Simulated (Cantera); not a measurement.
Feed: 1 mol c-C4F8, 0.22 mol CH4, 0.16 mol Si, held at 75.0 Torr.

Cantera equilibrium calculation (NASA polynomials, part measured and part estimated; ideal gas, pure solids and liquids). Candidate condensed phases: C, C6H6, C7H8, C8H18, Si, SiC; 113 gas species. The feed counts by its element totals alone. Gases not in the tables: C2F6 and larger saturated fluorocarbons. The numbers say what is thermodynamically allowed, not how fast it happens. All values below are at 1727 °C.

Base state: CF4 0.580, HF 0.325, SiF4 0.0590, CF2 0.0269, F 0.00554, CF3 0.00343, CF 2.57e-5 (mole fractions); condensed: C(graphite).

Q: What changes in the equilibrium state with this change: CH4 from 0.22 to 0.0077 mol?

A: 
```json
[
 {"species": "CF4", "before": "0.580", "after": "0.864"},
 {"species": "SiF4", "before": "0.0590", "after": "0.0773"},
 {"species": "CF2", "before": "0.0269", "after": "0.0328"},
 {"species": "HF", "before": "0.325", "after": "0.0149"},
 {"species": "CF3", "before": "0.00343", "after": "0.00463"},
 {"species": "CF", "before": "2.57e-5", "after": "2.84e-5"},
 {"species": "C(graphite), mol", "before": "2.56", "after": "2.14"}
]
```
